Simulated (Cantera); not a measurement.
A closed system holds: 1 mol CO, 0.23 mol CO2, 0.015 mol O2, held at 1950 K and 490000 Pa.

Method: chemical equilibrium by Gibbs-energy minimisation in Cantera with the NASA 1993 tables (ideal gas, pure condensed phases). Candidate condensed phases: C; 12 gas species. Kinetics and transport are ignored.

Problem. What is the equilibrium state?

Solution. 
* **x(CO)**: 0.789
* **x(CO2)**: 0.211
* **gas amount**: 1.230 mol
* **log10 activity of C(graphite) (absent)**: -3.33
